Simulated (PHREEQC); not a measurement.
## Silver or lead bath: an equilibrium model

Solution (76 °C): 0.19 mol Pb(NO3)2 and 0.2 mol KBr per kg of water. Closed to the air; pH follows from the charge balance.

The numbers come from PHREEQC with the ion-association model, wateq4f.dat.

Each row changes one thing in this solution. No solid was allowed to form.

| case | pH | ionic strength (mol/kgw) | NO3- (mol/kgw) |
|---|---|---|---|
| as made | 4.52 | 0.469 | 0.338 |
| Pb(NO3)2 replaced by Mg(NO3)2 at the same molality | 5.51 | 0.770 | 0.380 |
| KBr replaced by LiBr at the same molality | 4.52 | 0.469 | 0.338 |
| Pb(NO3)2 replaced by Sr(NO3)2 at the same molality | 6.29 | 0.770 | 0.380 |
| KBr left out | 4.15 | 0.389 | 0.289 |
| Pb(NO3)2 from 0.19 to 0.38 mol/kgw | 4.25 | 0.739 | 0.606 |
| 0.0021 mol/kgw LiCl added | 4.52 | 0.470 | 0.339 |

The ionic strength passes 0.7 mol/kgw, the rough limit of the ion-association models, in Pb(NO3)2 replaced by Mg(NO3)2 at the same molality; Pb(NO3)2 replaced by Sr(NO3)2 at the same molality; Pb(NO3)2 from 0.19 to 0.38 mol/kgw. Some of these states are supersaturated (in Pb(OH)2, for instance). Constants without temperature data keep their 25 °C values here.
